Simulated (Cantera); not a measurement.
Stirred combustor or abatement burner

A perfectly stirred reactor is fed with C3H8 : O2 : N2 = 1 : 3.12 : 11.8 (molar parts), at 1.00 bar; it is adiabatic with a 450 K inlet, and is followed from long to short residence time, starting on the burning branch (τ in s: 0.048, 0.019, 0.0073, 0.0029, 0.0011, 0.00044, 0.00017, 6.7e-05, 2.6e-05, 1e-05, 4e-06).

Computed with Cantera and GRI-Mech 3.0 (53 species, 325 reactions). GRI-Mech 3.0 was tuned for natural gas; its chemistry of propane as a main component is partial and can be far from experiment.

```
τ (s)    T (K)    x C3H8      x O2    x HCO    x C2H2     x HCN    x CH2O
-------  -----  --------  --------  -------  --------  --------  --------
0.048     1995   1.47e-6  0.000209  1.64e-7  0.000904  0.000100   4.29e-6
0.019     1992   3.27e-6  0.000418  3.33e-7   0.00141  0.000170   8.09e-6
0.0073    1985   7.34e-6  0.000838  7.34e-7   0.00205  0.000251   1.51e-5
0.0029    1974   1.62e-5   0.00165  1.61e-6   0.00281  0.000300   2.75e-5
0.0011    1949   3.94e-5   0.00352  3.74e-6   0.00383  0.000269   5.30e-5
0.00044   1895  0.000107   0.00813  8.45e-6   0.00514  0.000156  0.000108
0.00017    450    0.0628     0.196   <1e-12    <1e-12    <1e-12    <1e-12
6.7e-5     450    0.0628     0.196   <1e-12    <1e-12    <1e-12    <1e-12
2.6e-5     450    0.0628     0.196   <1e-12    <1e-12    <1e-12    <1e-12
1.0e-5     450    0.0628     0.196   <1e-12    <1e-12    <1e-12    <1e-12
4.0e-6     450    0.0628     0.196   <1e-12    <1e-12    <1e-12    <1e-12
```
x: mole fraction; the columns are a selection and need not sum to one.
